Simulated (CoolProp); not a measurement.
Vapour-liquid equilibrium of n-hexane (1) + cyclohexane (2) at 352.7 K; x and y are mole fractions of (1).

Model: multi-fluid Helmholtz-energy mixture model, Thol 2019 and Zhou 2014; pair parameters Bell 2016, in CoolProp.

Q: Give the bubble pressure and the first vapour's composition at x = 0.2, 0.65, 0.95. Is there an azeotrope?

A: x = 0.2: 0.1084 MPa, y = 0.271; x = 0.65: 0.1278 MPa, y = 0.717; x = 0.95: 0.1389 MPa, y = 0.962. No azeotrope shows between x = 0.05 and 0.95.

The pair parameters rest on a limited set of measurements; away from them the model extrapolates.
